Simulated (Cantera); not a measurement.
Feed: 1 mol Si, a varied amount of Cl2, 3.4 mol N2, equilibrated at 1027 °C and 0.560 bar.

These are equilibrium values from Cantera (NASA tables, ideal gas, pure condensed phases), not measurements of a reactor. Candidate condensed phases: Si, Si3N4; 13 gas species. N2 is the only nitrogen source here; it is nearly inert below about 1500 K, so the nitride shown seldom forms there in practice. The tables' values for SiCl3 are old estimates; treat these amounts as uncertain. Equilibrium is a limit: real reactors are often held back by kinetics, nucleation or transport.

x: gas mole fraction; n: condensed amount in mol.

```
n(Cl2) (mol)   x N2  x SiCl4   x SiCl3   x SiCl2     x Cl  x Cl2  n Si3N4(s)
------------  -----  -------  --------  --------  -------  -----  ----------
0.066         0.988   0.0115  0.000402   8.35e-5  7.23e-7    [?]       0.322
0.098         0.982   0.0169  0.000539  0.000102  7.96e-7    [?]       0.317
0.14          0.975   0.0240  0.000700  0.000121  8.67e-7    [?]       0.310
0.21          0.964   0.0353  0.000937  0.000148  9.53e-7    [?]       0.298
0.31          0.948   0.0508   0.00123  0.000178  1.04e-6    [?]       0.281
0.46          0.926   0.0724   0.00162  0.000214  1.13e-6    [?]       0.256
0.67          0.898   0.1000   0.00207  0.000254  1.22e-6    [?]       0.221
0.99          0.860    0.137   0.00264  0.000302  1.31e-6    [?]       0.167
1.5           0.811    0.185   0.00334  0.000358  1.40e-6    [?]      0.0820
```

### Question
Some entries are withheld; supply them.

### Answer

- 0.066, x Cl2: 1.90e-9
- 0.098, x Cl2: 2.31e-9
- 0.14, x Cl2: 2.74e-9
- 0.21, x Cl2: 3.31e-9
- 0.31, x Cl2: 3.94e-9
- 0.46, x Cl2: 4.67e-9
- 0.67, x Cl2: 5.44e-9
- 0.99, x Cl2: 6.27e-9
- 1.5, x Cl2: 7.15e-9
